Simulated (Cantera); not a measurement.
An isothermal, constant-pressure homogeneous reactor starts with 0.524 % C₂H₆, 99.5 % N₂, at 1773 K and 0.100 bar.

Cantera simulation using GRI-Mech 3.0 (53 species, 325 reactions); the numbers are that mechanism's predictions, not measurements. GRI-Mech 3.0 stops at C3 and has no aromatics, soot or wall deposition, so with more carbon than oxygen in the feed, carbon stays in small species such as C2H2 where larger ones or solid carbon would form.

Q: Predict: x(H₂) at 3.00 s; x(CH₃) at 3.00 s; x(C₂H) at 3.00 s; x(H) at 3.00 s; x(C₂H₂) at 3.00 s; x(CH₂) at 3.00 s.

A: 
| Property | Result |
|---|---|
| x(H₂) at 3.00 s | 0.0103 (gas-phase equilibrium 0.0103) |
| x(CH₃) at 3.00 s | 6.95e-7 (gas-phase equilibrium 2.19e-8) |
| x(C₂H) at 3.00 s | 3.47e-7 (gas-phase equilibrium 1.87e-8) |
| x(H) at 3.00 s | 8.97e-5 (gas-phase equilibrium 9.20e-5) |
| x(C₂H₂) at 3.00 s | 0.00512 (gas-phase equilibrium 0.000269) |
| x(CH₂) at 3.00 s | 6.60e-9 (gas-phase equilibrium 2.15e-10) |
